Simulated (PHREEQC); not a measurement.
# Metal-bearing waste water (model solution)

Make-up at 25 °C: 150 mmol/kgw Pb(NO3)2, 0.055 mmol/kgw CuCl2 and 73 mmol/kgw HCl. Closed to the air; pH follows from the charge balance.

Model: ion-association model, wateq4f.dat, run in PHREEQC.

```
Property                   Value
-----------------  -------------
pH                          1.25
ionic strength     0.349 mol/kgw
activity of water          0.991
total alkalinity    -73.0 meq/kg
```

| species | molality | activity | log γ |
|---|---|---|---|
| NO3- | 0.243 | 0.157 | -0.190 |
| H+ | 0.0730 | 0.0567 | -0.110 |
| Pb+2 | 0.0634 | 0.0181 | -0.544 |
| PbNO3+ | 0.0573 | 0.0419 | -0.136 |
| Cl- | 0.0429 | 0.0287 | -0.174 |
| PbCl+ | 0.0284 | 0.0207 | -0.136 |
| PbCl2 | 0.000871 | 0.000944 | 0.035 |
| Cu+2 | 5.33e-5 | 1.48e-5 | -0.557 |
| PbCl3- | 2.95e-5 | 2.15e-5 | -0.136 |
| CuCl+ | 1.69e-6 | 1.14e-6 | -0.170 |

This is a speciation only: nothing precipitates in the calculation. Complexes and solids missing from the database can't appear.
